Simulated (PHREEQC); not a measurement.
Consider water at 25 °C with 4.9 mmol/kgw CaSO4 and 83 mmol/kgw Na2HPO4. Closed to the air; pH follows from the charge balance.

Equilibrium calculation in PHREEQC: ion-association model, wateq4f.dat.

Each row changes one thing in this solution. Precipitation was switched off in this run.

| case | pH | ionic strength (mol/kgw) | SO4-2 (mol/kgw) | HSO4- (mol/kgw) |
|---|---|---|---|---|
| as made | 8.37 | 0.236 | 0.00398 | 6.33e-10 |
| Na2HPO4 from 0.083 to 0.0083 mol/kgw | 8.03 | 0.0324 | 0.00423 | 2.38e-9 |
| CaSO4 replaced by H2SO4 at the same molality | [?] | [?] | 0.00401 | 3.55e-9 |
| CaSO4 from 0.0049 to 0.00441 mol/kgw | 8.40 | 0.236 | [?] | 5.34e-10 |
| CaSO4 from 0.0049 to 0.00049 mol/kgw | 8.96 | 0.236 | 0.000402 | 1.64e-11 |
| Na2HPO4 left out | 7.03 | 0.0152 | 0.00380 | 2.38e-8 |
| temperature from 25 to 55 °C | 8.21 | 0.235 | 0.00391 | 1.75e-9 |

Some entries are withheld; supply them.


- CaSO4 replaced by H2SO4 at the same molality, pH: 7.63
- CaSO4 replaced by H2SO4 at the same molality, ionic strength (mol/kgw): 0.231
- CaSO4 from 0.0049 to 0.00441 mol/kgw, SO4-2 (mol/kgw): 0.00359

Some of these states are supersaturated (in Hydroxyapatite, for instance). H3PO4, which wateq4f.dat lacks, is added to it with the constant of phreeqc.dat. Away from 25 °C the constants follow the database's enthalpies or fits; those with neither stay at their 25 °C values.
